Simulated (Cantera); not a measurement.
Feed: 1 mol C, 0.038 mol H2O, held at 0.890 bar.

These are equilibrium values from Cantera (NASA tables, ideal gas, pure condensed phases), not measurements of a reactor. Candidate condensed phases: C, C6H6, C7H8, C8H18, H2O; 110 gas species. Equilibrium is a limit: real reactors are often held back by kinetics, nucleation or transport. All values below are at 2275 °C.

Base state: CO 0.494, H2 0.477, H 0.0226, C2H2 (acetylene) 0.00629, C4H2 3.43e-5, CH4 2.81e-5, CH3 2.37e-5, C2H 2.37e-5 (mole fractions); condensed: C(graphite).

### Question
What changes in the equilibrium state with this change: pressure from 0.890 bar to 68.0 Pa?

### Answer
| species | before | after |
|---|---|---|
| H | 0.0226 | 0.461 |
| CO | 0.494 | 0.384 |
| H2 | 0.477 | 0.151 |
| CH4 | 2.81e-5 | 2.15e-9 |
| C2 | 1.08e-7 | 0.000141 |
| C | 3.57e-7 | 0.000468 |
| C(graphite), mol | 0.961 | 0.961 |
